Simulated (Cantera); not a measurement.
Feed: 1 mol Fe₃O₄, 1.7 mol C, 2.3 mol CO, held at 0.0133 bar.

These are equilibrium values from Cantera (NASA tables, ideal gas, pure condensed phases), not measurements of a reactor. Candidate condensed phases: C, Fe, Fe(CO)₅, FeO, Fe₂O₃, Fe₃O₄; 15 gas species. Each liquid is taken as pure. Mutual solubility and eutectic melting of coexisting phases are not modelled. The tables' stoichiometric FeO is somewhat more stable than real wüstite, so its field is too wide. FeO: taken at fixed stoichiometry. Rates play no part. All values below are at 2050 K.

Base state: CO 0.866, CO₂ 0.0859, Fe 0.0473, FeO 0.000501, O 1.44e-5 (mole fractions); condensed: Fe(l) + FeO(l).

**Question.** What changes in the equilibrium state with this change: pressure from 0.0133 bar to 0.00360 bar?

**Answer.** 
```tsv
species	before	after
CO	0.866	0.749
Fe	0.0473	0.175
CO₂	0.0859	0.0743
O	1.44e-5	5.33e-5
O₂	2.92e-6	1.08e-5
FeO	0.000501	0.00185
Fe(l), mol	0.863	0.211
FeO(l), mol	1.94	1.93
```
